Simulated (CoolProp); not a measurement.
The fluid at 298.15 K and 0.988 MPa (liquid) is heated at constant pressure to 346.6 K. The same conditions are run with several fluids, on thermodynamics alone (safety and materials aside).

Computed with CoolProp (reference Helmholtz-energy equation of state of each fluid (sulfur dioxide: Gao 2016; hexamethyldisiloxane (MM): Thol 2016; trans-2-butene: Lemmon 2005; R365MFC: Lemmon 2016; n-heptane: Span 2003)).

Q: Rank sulfur dioxide, hexamethyldisiloxane (MM), trans-2-butene, R365MFC, n-heptane by heat (kJ/kg), highest first.

A: sulfur dioxide (380), trans-2-butene (119), n-heptane (113), hexamethyldisiloxane (MM) (95.1), R365MFC (69.1)

```csv
fluid,final phase,final density (kg/m³)
sulfur dioxide,gas,24.5
hexamethyldisiloxane (MM),liquid,709
trans-2-butene,liquid,535
R365MFC,liquid,1150
n-heptane,liquid,639
```
